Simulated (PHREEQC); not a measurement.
2.3 g of hydrous ferric oxide (600 m²/g; 0.2 weak and 0.005 strong sites per Fe, Dzombak-Morel constants, diffuse double layer) in 1 kg of water with 0.005 mol/kgw of an inert sodium salt, at 25 °C; the pH is set by adding NaOH or the inert anion's acid. Oxygen is held at 0.21 atm. The system is closed to CO2. No solid was allowed to form.

Base run: PHREEQC, ion-association model, wateq4f.dat. Each further column changes one thing. The table gives surface charge σ (C/m²).

```
pH     base  background salt from 0.005 to 0.0005 mol/kgw  oxide from 2.3 to 12 g/kgw  0.012 mol/kgw NaF added
---  ------  --------------------------------------------  --------------------------  -----------------------
3     0.314                                         0.278                       0.339                    0.066
3.5   0.257                                         0.198                       0.295                    0.055
4     0.194                                         0.129                       0.231                    0.048
5     0.094                                         0.047                       0.110                    0.034
5.5   0.061                                         0.027                       0.069                    0.026
6     0.038                                         0.015                       0.042                    0.018
6.5   0.023                                         0.008                       0.024                    0.012
7     0.013                                         0.004                       0.013                    0.007
8     0.001                                         0.000                       0.001                   -0.003
8.5  -0.004                                        -0.001                      -0.004                   -0.009
9    -0.009                                        -0.003                      -0.010                   -0.018
```

The oxide is taken as insoluble; below pH 4 it would dissolve.
